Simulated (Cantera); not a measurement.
What does this Cantera script print?

```python
import numpy as np
import cantera as ct

gas = ct.Solution("gri30.yaml")
gas.TPX = 975, 44000, {'H2': 0.79, 'O2': 1, 'N2': 4.5, 'H2O': 0.032}
reactor = ct.IdealGasConstPressureReactor(gas, energy="off", clone=False)
net = ct.ReactorNet([reactor])
net.rtol, net.atol = 1e-08, 1e-18
show = ['H2', 'O2', 'O', 'H2O', 'NO', 'H2O2', 'H']
times = np.geomspace(0.0004, 200, 10)

steps = ct.SolutionArray(gas, extra=["t"])
rows = []
print(f"{'t/s':>10s}{'T/K':>9s}{'P/Pa':>11s}" + "".join(f"{s:>11s}" for s in show))
for t in times:
    while net.time < t:
        t_next = net.step()
        steps.append(gas.state, t=t_next)
    rows.append([np.interp(t, steps.t, y) for y in (steps.T, steps.P, *steps(*show).X.T)])
    print(f"{t:10.3e}{rows[-1][0]:9.1f}{rows[-1][1]:11.4g}" + "".join(f"{x:11.3e}" for x in rows[-1][2:]))
rate = np.gradient(steps.T, steps.t)
print("integrator steps:", len(steps.t))
if steps.T.max() > steps.T[0] + 200:
    print(f"time of steepest temperature rise: {steps.t[rate.argmax()]:.4e} s")
gas.TPX = 975, 44000, {'H2': 0.79, 'O2': 1, 'N2': 4.5, 'H2O': 0.032}
gas.equilibrate("TP")
print(f"equilibrium (TP): T = {gas.T:.1f} K  " + "  ".join(f"{s} {gas[s].X[0]:.3e}" for s in show))
```

It prints:

```
       t/s      T/K       P/Pa         H2         O2          O        H2O         NO       H2O2          H
 4.000e-04    975.0    4.4e+04  1.249e-01  1.582e-01  1.202e-06  5.073e-03  9.648e-15  7.776e-09  5.302e-06
 1.719e-03    975.0    4.4e+04  8.614e-03  1.059e-01  6.845e-05  1.294e-01  2.773e-07  7.050e-06  5.154e-05
 7.388e-03    975.0    4.4e+04  5.179e-03  1.044e-01  3.382e-06  1.331e-01  1.982e-07  3.187e-05  1.555e-06
 3.175e-02    975.0    4.4e+04  3.540e-03  1.036e-01  1.906e-06  1.348e-01  1.570e-07  5.043e-05  7.080e-07
 1.364e-01    975.0    4.4e+04  1.194e-03  1.026e-01  7.338e-07  1.374e-01  1.019e-07  1.998e-05  1.498e-07
 5.863e-01    975.0    4.4e+04  1.537e-04  1.021e-01  6.633e-08  1.385e-01  3.828e-08  1.110e-06  6.694e-09
 2.520e+00    975.0    4.4e+04  1.848e-05  1.021e-01  2.162e-09  1.387e-01  1.455e-08  2.596e-08  1.762e-10
 1.083e+01    975.0    4.4e+04  1.936e-06  1.021e-01  8.544e-11  1.387e-01  1.907e-08  5.812e-10  6.542e-12
 4.654e+01    975.0    4.4e+04  2.012e-08  1.021e-01  2.829e-12  1.387e-01  1.078e-07  1.319e-11  8.399e-14
 2.000e+02    975.0    4.4e+04  3.989e-11  1.021e-01  1.789e-11  1.387e-01  2.673e-07  3.157e-11  9.296e-15
integrator steps: 2099
equilibrium (TP): T = 975.0 K  H2 2.681e-11  O2 1.021e-01  O 3.497e-11  H2O 1.387e-01  NO 1.624e-05  H2O2 5.961e-11  H 8.988e-15
```

Computed with Cantera and GRI-Mech 3.0 (53 species, 325 reactions). The temperature is held fixed by assumption; the heat of reaction is taken as removed at once.
